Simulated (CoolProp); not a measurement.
Carbon monoxide along the isotherm 152.9 K: Z from the reference equation and from simpler models built on Tc = 132.9 K, pc = 3.498 MPa, ω = 0.050; each cubic takes its own stable root.

The numbers come from the reference Helmholtz-energy equation of state, Lemmon 2006 in CoolProp. It is a short technical equation, of lower accuracy than the large ones.

```json
[
 {"p (MPa)": "0.135", "phase": "gas", "reference": "0.9915"},
 {"p (MPa)": "0.269", "phase": "gas", "reference": "0.9830"},
 {"p (MPa)": "0.404", "phase": "gas", "reference": "0.9743"},
 {"p (MPa)": "0.538", "phase": "gas", "reference": "0.9657"},
 {"p (MPa)": "0.673", "phase": "gas", "reference": "0.9569"},
 {"p (MPa)": "0.807", "phase": "gas", "reference": "0.9481"},
 {"p (MPa)": "0.942", "phase": "gas", "reference": "0.9391"},
 {"p (MPa)": "1.08", "phase": "gas", "reference": "0.9299"},
 {"p (MPa)": "1.21", "phase": "gas", "reference": "0.9211"},
 {"p (MPa)": "1.35", "phase": "gas", "reference": "0.9116"},
 {"p (MPa)": "1.48", "phase": "gas", "reference": "0.9026"},
 {"p (MPa)": "1.61", "phase": "gas", "reference": "0.8936"},
 {"p (MPa)": "1.75", "phase": "gas", "reference": "0.8837"}
]
```

Q: How far does each simpler model (Pitzer virial, van der Waals, Redlich-Kwong, Soave-Redlich-Kwong, Peng-Robinson) lie from the reference over these 13 states: mean and median of the absolute difference, and the worst?

A: 
- Pitzer virial: mean 0.3 %, median 0.2 %, worst +0.8 % at 152.9 K and 1.75 MPa
- van der Waals: mean 0.2 %, median 0.2 %, worst +0.2 % at 152.9 K and 1.35 MPa
- Redlich-Kwong: mean 0.2 %, median 0.2 %, worst -0.3 % at 152.9 K and 1.75 MPa
- Soave-Redlich-Kwong: mean 0.0 %, median 0.1 %, worst -0.1 % at 152.9 K and 1.61 MPa
- Peng-Robinson: mean 1.0 %, median 1.0 %, worst -1.8 % at 152.9 K and 1.75 MPa
